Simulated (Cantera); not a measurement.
An adiabatic, constant-pressure homogeneous reactor starts with CH₃OH : O₂ : N₂ = 1 : 0.938 : 3.52 (molar parts), equivalence ratio 1.6, at 1550 K and 510 Torr.

Computed with Cantera and GRI-Mech 3.0 (53 species, 325 reactions). GRI-Mech 3.0 was tuned for natural gas; its chemistry of methanol as a main component is partial and can be far from experiment.

Predict: time of steepest temperature rise; temperature at 0.600 s; equilibrium temperature; x(O₂) at 0.600 s; x(O) at 0.600 s; x(H₂O₂) at 0.600 s.


| Item | Result |
|---|---|
| time of steepest temperature rise | 0.178 ms |
| temperature at 0.600 s | 2681 K |
| equilibrium temperature | 2681 K |
| x(O₂) at 0.600 s | 0.00238 (gas-phase equilibrium 0.00238) |
| x(O) at 0.600 s | 0.00199 (gas-phase equilibrium 0.00199) |
| x(H₂O₂) at 0.600 s | 8.70e-8 (gas-phase equilibrium 8.70e-8) |
